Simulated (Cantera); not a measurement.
Mixture: CH3OH : O2 : N2 = 1 : 0.833 : 5.58 (molar parts), at 10.0 bar, adiabatic and at constant pressure. Ignition delay is the time to a rise of 400 K.

Computed with Cantera and GRI-Mech 3.0 (53 species, 325 reactions). GRI-Mech 3.0 was tuned for natural gas; its chemistry of methanol as a main component is partial and can be far from experiment.

Predict: delay at 1050 K; delay at 1100 K; delay at 1150 K; delay at 1200 K; delay at 1250 K; delay at 1300 K; delay at 1350 K; apparent activation energy between 1250 and 1350 K.


```json
{
 "delay at 1050 K": "27.2 ms",
 "delay at 1100 K": "9.42 ms",
 "delay at 1150 K": "3.59 ms",
 "delay at 1200 K": "1.49 ms",
 "delay at 1250 K": "0.665 ms",
 "delay at 1300 K": "0.319 ms",
 "delay at 1350 K": "0.163 ms",
 "apparent activation energy between 1250 and 1350 K": "200 kJ/mol"
}
```
